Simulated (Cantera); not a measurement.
**Stirred combustor or abatement burner**

A perfectly stirred reactor is fed with CH4 : H2 : O2 : N2 = 1 : 0.61 : 2.56 : 10.5 (molar parts), equivalence ratio 0.90, at 2400 Torr; it is adiabatic with a 675 K inlet, and is followed from long to short residence time, starting on the burning branch (τ in s: 0.039, 0.02, 0.011, 0.0056, 0.0029, 0.0015, 0.00079, 0.00041, 0.00022, 0.00011, 5.9e-05, 3.1e-05, 1.6e-05).

Detailed kinetics in Cantera: GRI-Mech 3.0 (53 species, 325 reactions).

```
τ (s)    T (K)     x CH4     x H2    x O2  x H2O    x HO2
-------  -----  --------  -------  ------  -----  -------
0.039     2329   1.81e-6  0.00196  0.0182  0.176  2.61e-6
0.020     2327   3.37e-6  0.00206  0.0187  0.176  2.72e-6
0.011     2324   5.79e-6  0.00223  0.0191  0.176  2.87e-6
0.0056    2315   1.04e-5  0.00254  0.0197  0.175  3.14e-6
0.0029    2301   1.76e-5  0.00305  0.0205  0.174  3.60e-6
0.0015    2280   2.90e-5  0.00381  0.0215  0.173  4.40e-6
0.00079   2251   4.61e-5  0.00483  0.0228  0.171  5.68e-6
0.00041   2213   7.40e-5  0.00615  0.0245  0.168  7.76e-6
0.00022   2169  0.000118  0.00765  0.0265  0.165  1.07e-5
0.00011   2110  0.000204  0.00954  0.0292  0.161  1.56e-5
5.9e-5    2050  0.000351   0.0114  0.0322  0.157  2.20e-5
3.1e-5    1977  0.000672   0.0134  0.0367  0.153  3.21e-5
1.6e-5    1883   0.00164   0.0164  0.0450  0.147  5.40e-5
```
x: mole fraction; the columns are a selection and need not sum to one.
